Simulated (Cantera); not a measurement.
A closed system holds: 1 mol Si, a varied amount of CO₂, 430 mol N₂, equilibrated at 1698.15 K and 10.0 Torr.

Method: chemical equilibrium by Gibbs-energy minimisation in Cantera with the NASA 1993 tables (ideal gas, pure condensed phases). Candidate condensed phases: C, Si, SiC, SiO₂, Si₂N₂O, Si₃N₄; 34 gas species. Mutual solubility and eutectic melting of coexisting phases are not modelled. The tables hold silica as quartz up to 1696 K and as liquid above; real silica turns to tridymite and cristobalite and melts near 1996 K. Rates play no part.

x: gas mole fraction; n: condensed amount in mol.

```
n(CO₂) (mol)   x N₂      x CO     x SiO     x CO₂  n SiC(s)  n Si₃N₄(s)  n SiO₂(condensed)
------------  -----  --------  --------  --------  --------  ----------  -----------------
0.02          1.000   4.59e-5   4.73e-5    <1e-12  0.000274       0.325                  0
0.032         1.000       [?]       [?]    <1e-12       [?]       0.320                  0
0.051         1.000  0.000117  0.000121    <1e-12  0.000751       0.314                  0
0.082         1.000       [?]       [?]  1.07e-12       [?]       0.303                  0
0.13          0.999  0.000298  0.000307  2.69e-12   0.00200       0.287                  0
0.21          0.999  0.000481  0.000496  7.02e-12   0.00330       0.259                  0
0.34          0.998  0.000777  0.000803  1.84e-11   0.00549       0.214                  0
0.54          0.997   0.00123   0.00127  4.62e-11   0.00907       0.145                  0
0.87          0.996   0.00198   0.00205  1.19e-10    0.0155      0.0311                  0
1.4           0.995   0.00323   0.00140   1.34e-5         0           0              0.394
```

**Question.** Some entries are withheld; supply them.

**Answer.** 
- 0.082, x CO: 0.000188
- 0.082, x SiO: 0.000194
- 0.082, n SiC(s): 0.00124
- 0.032, x CO: 7.34e-5
- 0.032, x SiO: 7.57e-5
- 0.032, n SiC(s): 0.000458
